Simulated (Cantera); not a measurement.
A perfectly stirred reactor is fed with CH₄ : H₂ : CO₂ = 0.004 : 1 : 0.015 (molar parts), at 0.0860 bar; it is held at 2350 K, and followed from long to short residence time.

Detailed kinetics in Cantera: GRI-Mech 3.0 (53 species, 325 reactions).

**Question.** What does this change do: H2 1 to 4.8 parts?

**Answer.** 
| quantity | before | after |
|---|---|---|
| x(CH₄) at τ = 16.0 s | 4.93e-7 | 5.01e-7 |
| x(H₂) at τ = 16.0 s | 0.930 | 0.952 |
| x(CO₂) at τ = 16.0 s | 3.51e-5 | 1.57e-6 |
| x(O) at τ = 16.0 s | 2.37e-6 | 4.94e-7 |
| x(CH₂CO) at τ = 16.0 s | 1.42e-11 | 3.37e-12 |
| x(CH₄) at τ = 0.150 s | 7.31e-5 | 4.50e-5 |
| x(H₂) at τ = 0.150 s | 0.938 | 0.959 |
| x(CO₂) at τ = 0.150 s | 4.55e-5 | 3.72e-6 |
| x(O) at τ = 0.150 s | 1.59e-6 | 3.63e-7 |
| x(CH₂CO) at τ = 0.150 s | 8.34e-9 | 2.09e-9 |

**Question.** What does this change do: temperature 2350 to 2375 K?

**Answer.** 
```tsv
quantity	before	after
x(CH₄) at τ = 16.0 s	4.93e-7	3.42e-7
x(H₂) at τ = 16.0 s	0.930	0.925
x(CO₂) at τ = 16.0 s	3.51e-5	3.46e-5
x(O) at τ = 16.0 s	2.37e-6	3.12e-6
x(CH₂CO) at τ = 16.0 s	1.42e-11	1.06e-11
x(CH₄) at τ = 0.150 s	7.31e-5	5.38e-5
x(H₂) at τ = 0.150 s	0.938	0.933
x(CO₂) at τ = 0.150 s	4.55e-5	4.33e-5
x(O) at τ = 0.150 s	1.59e-6	2.10e-6
x(CH₂CO) at τ = 0.150 s	8.34e-9	5.88e-9
```
